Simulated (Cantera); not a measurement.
**Catalytic combustion on Pt**

An isothermal plug-flow reactor at 975 K and 3750 Torr (inlet), inlet velocity 0.16 m/s, active area per volume 330 1/m; feed 0.538 % CO, 19.3 % O2, 80.2 % N2, equivalence ratio 0.014.

Detailed kinetics in Cantera: Deutschmann's 1995 Pt surface mechanism with GRI-Mech 3.0 gas chemistry. Catalytic surfaces can have several steady states; this one follows from the mechanism file's or the stated starting coverage. Mass transfer to the wall is taken as infinitely fast.

| z (m) | x CO | x O2 | x H2O | x CO2 | θ free Pt | θ O* |
|---|---|---|---|---|---|---|
| 0.00019 | 0.00157 | 0.191 | <1e-12 | 0.00382 | 0.0900 | 0.910 |
| 0.00042 | 0.000451 | 0.191 | <1e-12 | 0.00494 | 0.0863 | 0.914 |
| 0.0009 | 3.83e-5 | 0.191 | <1e-12 | 0.00536 | 0.0851 | 0.915 |
| 0.0019 | 2.37e-7 | 0.191 | <1e-12 | 0.00539 | 0.0850 | 0.915 |
| 0.0042 | 1.99e-12 | 0.191 | <1e-12 | 0.00539 | 0.0850 | 0.915 |
| 0.009 | <1e-12 | 0.191 | <1e-12 | 0.00539 | 0.0850 | 0.915 |
| 0.019 | <1e-12 | 0.191 | <1e-12 | 0.00539 | 0.0850 | 0.915 |
x: gas mole fraction; θ: surface coverage.
